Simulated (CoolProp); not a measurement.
Computed with CoolProp (reference Helmholtz-energy equation of state, Gedanitz 2015).

Question: Give the vapour pressure (MPa), vapour density (kg/m³), liquid cp (kJ/(kg K)), surface tension (mN/m) of saturated cyclopentane at 115.05, 207.95 °C.

Answer: 
```
T (°C)  p (MPa)  vapour density (kg/m³)  liquid cp (kJ/(kg K))  surface tension (mN/m)
------  -------  ----------------------  ---------------------  ----------------------
115.05    0.586                    14.5                   2.31                    10.2
207.95     2.98                    87.3                   3.42                    1.47
```

Surface tension comes from a separate correlation (Mulero 2014).
